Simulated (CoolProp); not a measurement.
A Linde-Hampson liquefier for carbon monoxide: isothermal reversible compression at 290 K from 1 atm to 5 MPa, throttling to 1 atm, return gas leaving the recuperator 10 K below the feed. Each further row changes one setting.

Model: reference Helmholtz-energy equation of state, Lemmon 2006, in CoolProp. It is a short technical equation, of lower accuracy than the large ones.

```
case                        liquid yield per pass  compression work (kJ/kg of gas)
--------------------------  ---------------------  -------------------------------
as stated                                       …                              334
high pressure 10 MPa                            …                                …
warm-end temperature 320 K                      …                                …
warm-end gap 15 K                       no liquid                              334
```

**Question.** Some entries are withheld; supply them.

**Answer.** 
- as stated, liquid yield per pass: 0.006
- high pressure 10 MPa, liquid yield per pass: 0.033
- high pressure 10 MPa, compression work (kJ/kg of gas): 393
- warm-end temperature 320 K, liquid yield per pass: 0.000
- warm-end temperature 320 K, compression work (kJ/kg of gas): 370
